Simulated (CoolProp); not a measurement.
The numbers come from the reference Helmholtz-energy equation of state, Lemmon 2006 in CoolProp. It is a short technical equation, of lower accuracy than the large ones.

Give the vapour pressure (MPa), vapour density (kg/m³), enthalpy of vaporisation (kJ/kg), liquid cp (kJ/(kg K)) of saturated C2F6 (R116) at 14.85 °C.


| T (°C) | p (MPa) | vapour density (kg/m³) | enthalpy of vaporisation (kJ/kg) | liquid cp (kJ/(kg K)) |
|---|---|---|---|---|
| 14.85 | 2.69 | 331 | 37.3 | 2.77 |
